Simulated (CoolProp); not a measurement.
A single-stage vapour-compression cycle with R115: evaporating at 305.15 K (dew point), condensing at 343.15 K (bubble point), superheat 2 K, subcooling 5 K, compressor efficiency 0.85, no pressure losses. Each further row changes one setting.

Model: reference Helmholtz-energy equation of state, Lemmon 2016, in CoolProp.

```json
[
 {"case": "as stated", "cooling COP": "4.31", "pressure ratio": "2.35", "discharge temperature (K)": "346.0", "refrigerating effect (kJ/kg)": "50.6", "volumetric capacity (kJ/m³)": "4280"},
 {"case": "evaporating temperature 310.15 K", "cooling COP": "5.29", "pressure ratio": "2.08", "discharge temperature (K)": "346.2", "refrigerating effect (kJ/kg)": "52.8", "volumetric capacity (kJ/m³)": "5110"},
 {"case": "condensing temperature 338.15 K", "cooling COP": "5.47", "pressure ratio": "2.12", "discharge temperature (K)": "340.3", "refrigerating effect (kJ/kg)": "57.3", "volumetric capacity (kJ/m³)": "4850"},
 {"case": "subcooling 10 K", "cooling COP": "4.92", "pressure ratio": "2.35", "discharge temperature (K)": "346.0", "refrigerating effect (kJ/kg)": "57.8", "volumetric capacity (kJ/m³)": "4880"},
 {"case": "superheat 12 K", "cooling COP": "4.59", "pressure ratio": "2.35", "discharge temperature (K)": "353.3", "refrigerating effect (kJ/kg)": "59.4", "volumetric capacity (kJ/m³)": "4670"},
 {"case": "compressor efficiency 0.75", "cooling COP": "3.80", "pressure ratio": "2.35", "discharge temperature (K)": "347.0", "refrigerating effect (kJ/kg)": "50.6", "volumetric capacity (kJ/m³)": "4280"}
]
```
